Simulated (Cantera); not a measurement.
Cantera run, input and output.

```python
import numpy as np
import cantera as ct

gas = ct.Solution("h2o2.yaml")
gas.TPX = 800, 13000, {'H2': 0.5, 'O2': 1, 'N2': 3.2}
reactor = ct.IdealGasConstPressureReactor(gas, energy="off", clone=False)
net = ct.ReactorNet([reactor])
net.rtol, net.atol = 1e-08, 1e-18
show = ['H2', 'O2', 'OH', 'O', 'H2O2']
times = np.geomspace(0.0002, 300, 10)

steps = ct.SolutionArray(gas, extra=["t"])
rows = []
print(f"{'t/s':>10s}{'T/K':>9s}{'P/Pa':>11s}" + "".join(f"{s:>11s}" for s in show))
for t in times:
    while net.time < t:
        t_next = net.step()
        steps.append(gas.state, t=t_next)
    rows.append([np.interp(t, steps.t, y) for y in (steps.T, steps.P, *steps(*show).X.T)])
    print(f"{t:10.3e}{rows[-1][0]:9.1f}{rows[-1][1]:11.4g}" + "".join(f"{x:11.3e}" for x in rows[-1][2:]))
rate = np.gradient(steps.T, steps.t)
print("integrator steps:", len(steps.t))
if steps.T.max() > steps.T[0] + 200:
    print(f"time of steepest temperature rise: {steps.t[rate.argmax()]:.4e} s")
gas.TPX = 800, 13000, {'H2': 0.5, 'O2': 1, 'N2': 3.2}
gas.equilibrate("TP")
print(f"equilibrium (TP): T = {gas.T:.1f} K  " + "  ".join(f"{s} {gas[s].X[0]:.3e}" for s in show))
```

Output:

```
       t/s      T/K       P/Pa         H2         O2         OH          O       H2O2
 2.000e-04    800.0    1.3e+04  1.064e-01  2.128e-01  1.152e-14  5.308e-14  3.032e-17
 9.711e-04    800.0    1.3e+04  1.064e-01  2.128e-01  6.484e-14  3.605e-13  1.244e-15
 4.715e-03    800.0    1.3e+04  1.064e-01  2.128e-01  4.263e-13  2.449e-12  9.802e-14
 2.289e-02    800.0    1.3e+04  1.064e-01  2.128e-01  1.216e-11  7.019e-11  2.419e-11
 1.112e-01    800.0    1.3e+04  5.305e-02  1.906e-01  7.497e-10  2.176e-09  3.009e-05
 5.397e-01    800.0    1.3e+04  5.303e-02  1.906e-01  3.532e-10  1.286e-09  3.912e-05
 2.621e+00    800.0    1.3e+04  5.296e-02  1.905e-01  5.025e-10  1.779e-09  5.548e-05
 1.272e+01    800.0    1.3e+04  5.211e-02  1.901e-01  1.936e-09  5.801e-09  2.050e-04
 6.179e+01    800.0    1.3e+04  3.902e-02  1.845e-01  5.273e-09  1.153e-08  4.997e-04
 3.000e+02    800.0    1.3e+04  5.073e-03  1.706e-01  8.030e-09  1.150e-08  1.576e-04
integrator steps: 1771
equilibrium (TP): T = 800.0 K  H2 3.959e-14  O2 1.685e-01  OH 1.462e-09  O 9.148e-14  H2O2 1.929e-12
```

Model: the H2/O2 subset of GRI-Mech 3.0, which has no nitrogen chemistry, integrated in Cantera. Radical loss at walls, strong at low pressure, is not modelled. Below about 950 K walls govern HO2 and H2O2 in real vessels. The temperature is held fixed by assumption; the heat of reaction is taken as removed at once.
